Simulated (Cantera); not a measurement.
Mixture: CH4 : H2 : O2 : N2 = 1 : 0.12 : 2.19 : 8.24 (molar parts), equivalence ratio 0.94, at 690 Torr, adiabatic and at constant pressure. Ignition delay is the time to a rise of 400 K.

Cantera simulation using GRI-Mech 3.0 (53 species, 325 reactions); the numbers are that mechanism's predictions, not measurements.

**Question.** Predict: delay at 1250 K; delay at 1325 K; delay at 1400 K; delay at 1475 K; delay at 1550 K; delay at 1625 K; delay at 1700 K; apparent activation energy between 1550 and 1700 K.

**Answer.** 
| Property | Result |
|---|---|
| delay at 1250 K | 8.42 ms |
| delay at 1325 K | 3.73 ms |
| delay at 1400 K | 1.75 ms |
| delay at 1475 K | 0.879 ms |
| delay at 1550 K | 0.477 ms |
| delay at 1625 K | 0.277 ms |
| delay at 1700 K | 0.170 ms |
| apparent activation energy between 1550 and 1700 K | 150 kJ/mol |
